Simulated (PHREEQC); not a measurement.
**Acid mine or pickling water**

Model water analysis in mmol/kgw, 20 °C, pH 3.08, pe 12.3: Na 2.15; K 0.011; Ca 13.5; Mg 1.49; Cl 12.6; S(6) 10.2; O(0) (counted as O atoms) 0.096; Mn(2) 0.079.

Valence states are taken as typed.

Equilibrium calculation in PHREEQC: ion-association model, phreeqc.dat.

| Property | Value |
|---|---|
| ionic strength | 0.0451 mol/kgw |
| specific conductance | 2790 µS/cm |
| total alkalinity | -1.27 meq/kg |
| charge-balance error | 1.1 % |

| species | molality | activity | log γ |
|---|---|---|---|
| Cl- | 0.0126 | 0.0104 | -0.085 |
| Ca+2 | 0.0107 | 0.00521 | -0.311 |
| SO4-2 | 0.00667 | 0.00319 | -0.320 |
| CaSO4 | 0.00282 | 0.00284 | 0.005 |
| Na+ | 0.00212 | 0.00176 | -0.080 |
| Mg+2 | 0.00112 | 0.000562 | -0.302 |
| H+ | 0.000968 | 0.000832 | -0.066 |
| MgSO4 | 0.000365 | 0.000369 | 0.005 |
| HSO4- | 0.000280 | 0.000232 | -0.082 |

Precipitation was switched off in this run. Complexes and solids missing from the database can't appear.
